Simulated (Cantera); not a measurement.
Feed: 1 mol Pb, 0.21 mol CO, 72 mol H2, equilibrated at 950 °C.

Equilibrium computed with Cantera from the NASA thermochemical tables; the gas is ideal and each condensed phase is pure. Candidate condensed phases: C, C6H6, C7H8, C8H18, H2O, Pb, PbO, PbO2, Pb3O4; 113 gas species. Rates play no part.

Q: At 10.0 Pa, list the 4 most abundant gas species with their mole fractions, and the condensed phases.

A: H2 0.983, Pb 0.0137, CO 0.00287, H 2.98e-5. Condensed: gas only.
